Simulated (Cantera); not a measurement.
A perfectly stirred reactor is fed with 70.9 % NO, 29.1 % N₂, at 6500 Pa; it is held at 2100 K, and followed from long to short residence time.

Detailed kinetics in Cantera: GRI-Mech 3.0 (53 species, 325 reactions).

x: mole fraction; the columns are a selection and need not sum to one.

| τ (s) | x NO | x N₂O | x NO₂ | x O₂ | x O |
|---|---|---|---|---|---|
| 11 | 0.0898 | 2.31e-6 | 4.06e-5 | 0.308 | 0.00306 |
| 3.2 | 0.204 | 1.20e-5 | 8.31e-5 | 0.250 | 0.00278 |
| 0.90 | 0.425 | 5.69e-5 | 0.000129 | 0.141 | 0.00216 |
| 0.25 | 0.618 | 0.000138 | 0.000108 | 0.0444 | 0.00138 |
| 0.072 | 0.685 | 0.000181 | 7.08e-5 | 0.0111 | 0.000933 |
| 0.020 | 0.703 | 0.000183 | [?] | [?] | [?] |
| 0.0058 | 0.708 | [?] | [?] | [?] | [?] |
| 0.0016 | 0.709 | 8.08e-5 | 1.06e-5 | 2.91e-5 | 0.000141 |
| 0.00046 | 0.709 | 3.06e-5 | 1.87e-6 | 1.95e-6 | 3.71e-5 |
| 0.00013 | 0.709 | 9.49e-6 | 2.21e-7 | 1.45e-7 | 1.00e-5 |

Question: What belongs in the gaps?

Answer: 
- 0.020, x NO₂: 5.04e-5
- 0.020, x O₂: 0.00243
- 0.020, x O: 0.000686
- 0.0058, x N₂O: 0.000149
- 0.0058, x NO₂: 3.22e-5
- 0.0058, x O₂: 0.000391
- 0.0058, x O: 0.000418
